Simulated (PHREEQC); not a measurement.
1.5 g of hydrous ferric oxide (600 m²/g; 0.2 weak and 0.005 strong sites per Fe, Dzombak-Morel constants, diffuse double layer) in 1 kg of water with 0.005 mol/kgw of an inert sodium salt and 1.9e-05 mol ZnSO4, at 25 °C; the pH is set by adding NaOH or the inert anion's acid. O2 is buffered at 0.21 atm. No CO2 enters from the air. Nothing may precipitate in this run.

Model: ion-association model, wateq4f.dat, run in PHREEQC.

| pH | S sorbed (%) | Zn sorbed (%) | surface charge σ (C/m²) | surface potential ψ (mV) |
|---|---|---|---|---|
| 3 | 100.0 | 0.0 | 0.308 | 211 |
| 3.38 | 100.0 | 0.0 | (withheld) | 206 |
| 3.75 | 100.0 | 0.1 | 0.218 | 198 |
| 4.12 | 100.0 | 0.3 | 0.174 | 188 |
| 4.88 | 100.0 | 5.5 | 0.101 | 161 |
| 5.25 | (withheld) | 20.1 | (withheld) | 147 |
| 5.62 | 99.7 | 51.7 | 0.054 | 131 |
| 6 | (withheld) | (withheld) | 0.038 | 113 |
| 6.38 | 95.0 | 96.0 | 0.026 | 94 |
| 6.75 | 81.2 | 99.2 | 0.017 | 75 |
| 7.12 | 48.3 | 99.8 | 0.011 | (withheld) |
| 7.88 | 3.5 | 100.0 | (withheld) | 14 |
| 8.25 | 0.7 | 100.0 | -0.001 | -7 |
| 8.62 | 0.1 | 100.0 | -0.005 | -28 |
| 9 | 0.0 | 100.0 | -0.009 | -49 |

Q: What belongs in the gaps?

A: 
- 3.38, surface charge σ (C/m²): 0.264
- 5.25, S sorbed (%): 99.9
- 5.25, surface charge σ (C/m²): 0.074
- 6, S sorbed (%): 98.8
- 6, Zn sorbed (%): 83.0
- 7.12, surface potential ψ (mV): 55
- 7.88, surface charge σ (C/m²): 0.002

The oxide is taken as insoluble; below pH 4 it would dissolve.
